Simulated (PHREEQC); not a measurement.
Make-up at 20 °C: 0.72 mol/kgw LiBr and 5.2 mol/kgw NaCl. Closed to the air; pH follows from the charge balance.

Computed with PHREEQC (Pitzer model, pitzer.dat).

```json
{
 "ionic_strength": "5.92 mol/kgw",
 "activity_of_water": "0.750",
 "density": "1.209 g/cm³",
 "osmotic_coefficient": "1.346"
}
```

```
species  molality  activity   log γ
-------  --------  --------  ------
Cl-          5.20      3.13  -0.220
Na+          5.20      9.54   0.264
Br-         0.720     0.560  -0.109
Li+         0.720      3.71   0.713
H+        4.97e-8   4.09e-7   0.915
OH-       4.97e-8   1.26e-8  -0.597
```

Precipitation was switched off in this run.
